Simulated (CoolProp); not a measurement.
R125 along the isotherm 379.8 K: fugacity coefficient from the reference equation and from simpler models built on Tc = 339.2 K, pc = 3618 kPa, ω = 0.305; each cubic takes its own stable root.

Values from CoolProp's reference Helmholtz-energy equation of state, Lemmon 2005.

| p (kPa) | phase | reference |
|---|---|---|
| 339 | gas | 0.9786 |
| 678 | gas | 0.9573 |
| 1020 | gas | 0.9362 |
| 1360 | gas | 0.9153 |
| 1700 | gas | 0.8947 |
| 2040 | gas | 0.8743 |
| 2370 | gas | 0.8547 |
| 2710 | gas | 0.8347 |
| 3050 | gas | 0.8148 |
| 3390 | gas | 0.7952 |
| 3730 | supercritical | 0.7757 |
| 4070 | supercritical | 0.7564 |
| 4410 | supercritical | 0.7373 |
| 4750 | supercritical | 0.7183 |
| 5090 | supercritical | 0.6996 |
| 5430 | supercritical | 0.6812 |

### Question
How far does each simpler model (van der Waals, Redlich-Kwong, Soave-Redlich-Kwong, Peng-Robinson) lie from the reference over these 16 states: mean and median of the absolute difference, and the worst?

### Answer
- van der Waals: mean 0.6 %, median 0.1 %, worst -2.5 % at 379.8 K and 5430 kPa
- Redlich-Kwong: mean 1.4 %, median 1.3 %, worst -2.8 % at 379.8 K and 5430 kPa
- Soave-Redlich-Kwong: mean 0.5 %, median 0.4 %, worst +1.4 % at 379.8 K and 5430 kPa
- Peng-Robinson: mean 1.9 %, median 2.1 %, worst -3.0 % at 379.8 K and 5430 kPa
